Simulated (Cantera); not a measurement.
An isothermal, constant-pressure homogeneous reactor starts with CH₄ : H₂O = 1 : 1.2 (molar parts), at 1900 K and 101000 Pa. Integrator tolerance rtol = 1e-08.

Cantera simulation using GRI-Mech 3.0 (53 species, 325 reactions); the numbers are that mechanism's predictions, not measurements.

### Question
What does this change do: temperature 1900 to 1500 K?

### Answer
```json
[
 {"quantity": "x(CH₄) at 4.00 s", "before": "2.35e-6 (gas-phase equilibrium 1.98e-7)", "after": "0.0825 (gas-phase equilibrium 9.07e-6)"},
 {"quantity": "x(H₂O) at 4.00 s", "before": "0.0442 (gas-phase equilibrium 0.0442)", "after": "0.304 (gas-phase equilibrium 0.0423)"},
 {"quantity": "x(HO₂) at 4.00 s", "before": "<1e-12 (gas-phase equilibrium <1e-12)", "after": "<1e-12 (gas-phase equilibrium <1e-12)"},
 {"quantity": "x(C₂H) at 4.00 s", "before": "<1e-12 (gas-phase equilibrium <1e-12)", "after": "3.66e-9 (gas-phase equilibrium <1e-12)"},
 {"quantity": "x(O₂) at 4.00 s", "before": "6.44e-11 (gas-phase equilibrium 6.44e-11)", "after": "<1e-12 (gas-phase equilibrium <1e-12)"},
 {"quantity": "x(C₂H₆) at 4.00 s", "before": "<1e-12 (gas-phase equilibrium <1e-12)", "after": "4.54e-5 (gas-phase equilibrium <1e-12)"}
]
```
